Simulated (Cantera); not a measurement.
Source: NASA polynomial tables (part measured, part estimated), evaluated in Cantera. Values are per mole of reaction as written; species without (g) are pure solids or liquids, kept so even where they would boil at 1 bar.

4 TiCl₃(g) = Ti + 3 TiCl₄

```
T (K)  ΔH° (kJ)  ΔS° (J/K)  ΔG° (kJ)  log10 K
-----  --------  ---------  --------  -------
473         [?]        [?]       [?]      [?]
483      -226.9     -404.9     -31.3     3.38
493         [?]        [?]       [?]      [?]
503      -224.0     -399.2     -23.2     2.41
513      -222.6     -396.4     -19.3     1.96
523         [?]        [?]       [?]      [?]
533         [?]        [?]       [?]      [?]
543      -218.4     -388.4      -7.5     0.72
```

Complete the blanks.


- 473, ΔH° (kJ): -228.3
- 473, ΔS° (J/K): -407.9
- 473, ΔG° (kJ): -35.3
- 473, log10 K: 3.90
- 493, ΔH° (kJ): -225.4
- 493, ΔS° (J/K): -402.0
- 493, ΔG° (kJ): -27.2
- 493, log10 K: 2.89
- 523, ΔH° (kJ): -221.2
- 523, ΔS° (J/K): -393.7
- 523, ΔG° (kJ): -15.3
- 523, log10 K: 1.53
- 533, ΔH° (kJ): -219.8
- 533, ΔS° (J/K): -391.0
- 533, ΔG° (kJ): -11.4
- 533, log10 K: 1.12
